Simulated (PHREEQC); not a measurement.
Solution (25 °C): 0.0075 mol/kgw HF, 0.00048 mol/kgw (CH3)4NF, 0.0059 mol/kgw H2SiF6 and 0.00019 mol/kgw H2SO4. Closed to the air; pH follows from the charge balance.

Model: ion-association model, phreeqc.dat, run in PHREEQC.

This is a speciation only: nothing precipitates in the calculation.

Problem. Estimate the pH, ionic strength.

Solution. pH 1.97; ionic strength 0.0186 mol/kgw.

Problem. In which forms is F present?

Solution. SiF6-2 81 %, HF 17 %, F- 1.2 % of the F.

(CH3)4N+ isn't in the database: it is added as a free cation with an ion size of 4 Å. SiF6-2 is the database's only silicon fluoride.
